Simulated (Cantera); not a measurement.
Feed: 1 mol Al2O3, 5.9 mol HCl, 25 mol N2, 0.00058 mol Cl2, at 54.0 Pa.

Method: chemical equilibrium by Gibbs-energy minimisation in Cantera with the NASA 1993 tables (ideal gas, pure condensed phases). Candidate condensed phases: Al, AlCl3, AlN, Al2O3, H2O, NH4Cl; 45 gas species. The tables' values for AlCl2 are old estimates; treat these amounts as uncertain. Condensed phases not in the tables: AlOCl. The numbers say what is thermodynamically allowed, not how fast it happens.

x: gas mole fraction; n: condensed amount in mol.

```tsv
T (K)	x N2	x HCl	x Cl	x H2	n Al2O3(s)
675	0.809	0.191	5.63e-8	1.09e-12	1.000
775	0.809	0.191	9.46e-7	8.26e-11	1.000
875	0.809	0.191	7.66e-6	2.83e-9	1.000
975	0.809	0.191	2.67e-5	1.09e-7	1.000
1075	0.809	0.191	4.66e-5	5.47e-6	1.000
1175	0.809	0.191	0.000129	4.64e-5	0.999
1275	0.809	0.190	0.000387	0.000175	0.999
1375	0.809	0.190	(withheld)	(withheld)	0.999
1475	0.808	0.188	0.00245	0.00120	0.998
1575	0.807	0.185	(withheld)	(withheld)	0.997
1675	0.805	0.179	0.0101	0.00481	0.996
```

Question: What belongs in the gaps?

Answer: 
- 1575, x Cl: 0.00521
- 1575, x H2: 0.00254
- 1375, x Cl: 0.00104
- 1375, x H2: 0.000499
